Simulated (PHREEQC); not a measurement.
Consider water at 25 °C with 0.28 mol/kgw CsCl. Closed to the air; pH follows from the charge balance.

Equilibrium calculation in PHREEQC: ion-association model, wateq4f.dat.

This is a speciation only: nothing precipitates in the calculation.

Q: Estimate the activity of water.

A: activity of water 0.990.

Species that the database lacks are ignored.
